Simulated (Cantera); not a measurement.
Transport properties of process gases

Gas mixture: N₂ : CH₃OH : CO₂ : C₃H₈ = 0.17 : 0.53 : 0.49 : 0.64 (molar parts), at 5.00 bar, frozen composition.

Cantera's kinetic-theory transport with the Lennard-Jones parameters of GRI-Mech 3.0, ideal gas; thermal conductivity in the multicomponent form. Polar gases are described roughly by these parameters. The composition is frozen, though it would react at the higher temperatures.

```
T (K)  ρ (kg/m³)  cp (J/kg/K)  μ (µPa s)  λ (mW/m/K)     Pr  D (cm²/s) OH  D (cm²/s) CH₃  D (cm²/s) CH₄
-----  ---------  -----------  ---------  ----------  -----  ------------  -------------  -------------
400         5.88         1575       14.2        28.4  0.788        0.0744         0.0533         0.0530
650         3.62         2146       21.8        58.7  0.796         0.174          0.128          0.127
900         2.61         2546       28.2        90.0  0.799         0.304          0.225          0.224
1150        2.04         2824       33.9         120  0.799         0.459          0.343          0.340
1400        1.68         3026       39.0         148  0.798         0.639          0.478          0.474
1650        1.42         3179       43.7         174  0.798         0.840          0.630          0.625
1900        1.24         3295       48.2         199  0.797          1.06          0.797          0.791
2150        1.09         3381       52.3         222  0.796          1.30          0.980          0.972
2400       0.979         3444       56.3         244  0.796          1.57           1.18           1.17
```
D: mixture-averaged diffusion coefficient of that species in the mixture.
